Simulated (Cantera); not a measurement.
A Cantera script and what it prints.

```python
import numpy as np
import cantera as ct

gas_names = """
    H H2 Hg
""".split()
cond_names = """
    Hg(cr) Hg(L)
""".split()


# ... load() reads the species with a 1 bar reference pressure and builds the phases ...
atoms = {
    'Hg': {'Hg': 1},
    'H2': {'H': 2},
}
top_T = {}  # K; cautious upper limits of use, not melting points


# ... equilibrate(T, P, feed) seeds the gas with the atoms and calls Mixture.equilibrate('TP', solver="vcs", rtol=1e-11, max_steps=5000) ...
results = []
feed = {'Hg': 1, 'H2': 0.067}  # mol
T = 1425  # K
P = 1000  # Pa
mix = equilibrate(T, P, feed)
results.append((T, P, feed, dict(zip(mix.species_names, mix.species_moles))))
print(gas.report(threshold=0.001))
for i in range(1, mix.n_phases):
    print(f"{mix.phase(i).name:16s} {mix.phase_moles(i):12.5e} mol")
```

Output:

```
       temperature   1425 K
          pressure   1000 Pa
           density   0.015878 kg/m^3
  mean mol. weight   188.12 kg/kmol
   phase of matter   gas

                          1 kg             1 kmol
                     ---------------   ---------------
          enthalpy        4.3381e+05         8.161e+07  J
   internal energy        3.7083e+05        6.9761e+07  J
           entropy            1306.8        2.4583e+05  J/K
    Gibbs function       -1.4283e+06        -2.687e+08  J
 heat capacity c_p            114.24             21491  J/K
 heat capacity c_v            70.042             13176  J/K

                      mass frac. Y      mole frac. X     chem. pot. / RT
                     ---------------   ---------------   ---------------
                H2        0.00067282          0.062784           -25.828
                Hg           0.99933            0.9372           -22.468
     [   +1 minor]        9.1586e-08        1.7092e-05

Hg(L)             0.00000e+00 mol
```

Method: chemical equilibrium by Gibbs-energy minimisation in Cantera with the NASA 1993 tables (ideal gas, pure condensed phases).
